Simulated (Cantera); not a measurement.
Equilibrium for fluorocarbon and chlorocarbon gases: CHF₃ + CH₄ + H₂

Charge: 1 mol CHF₃, 1.8 mol CH₄, 5.3 mol H₂, at 525 °C and 10.0 mbar.

These are equilibrium values from Cantera (NASA tables, ideal gas, pure condensed phases), not measurements of a reactor. Candidate condensed phases: C, C₆H₆, C₇H₈, C₈H₁₈; 95 gas species. Rates play no part.

| Property | Result |
|---|---|
| x(H₂) | 0.716 |
| x(HF) | 0.277 |
| x(CH₄) | 0.00710 |
| n(C(graphite)) | 2.72 mol |
| gas amount | 10.82 mol |
